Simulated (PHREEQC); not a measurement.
A PHREEQC input (ion-association model, wateq4f.dat):

```
SOLUTION 1
  temp 18
  units mg/L
  pH 8.29
  pe 10.6
  Na 25.1
  K 9.14
  Ca 31.7
  Mg 9.04
  Cl 12.5
  S(6) 53.7 as SO4
  Alkalinity 138 as HCO3
  F 1.32
END
USE solution 1
EQUILIBRIUM_PHASES 1
  Gyppsum 0 0
  Fluorite 0 0
  CO2(g) -2.5 10
END
```

It stops with these messages:

```
ERROR: Phase not found in database, Gyppsum.
ERROR: Calculations terminating due to input errors.
```

The fault: the phase Gypsum misspelt. The line should read `Gypsum` where the input has `Gyppsum`. With the mend the run ends at pH 7.59 and ionic strength 0.00517 mol/kgw.
